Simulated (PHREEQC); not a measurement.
A solution holds 39 mmol/kgw ZnCl2 and 0.055 mmol/kgw HBr, at 25 °C. Closed to the air; pH follows from the charge balance.

Equilibrium calculation in PHREEQC: ion-association model, phreeqc.dat.

This is a speciation only: nothing precipitates in the calculation.

Problem. Predict the pH.

Solution. pH 4.34.

Problem. In which forms is Zn present?

Solution. Zn+2 93 %, ZnCl+ 6.8 % of the Zn.

Complexes and solids missing from the database can't appear.
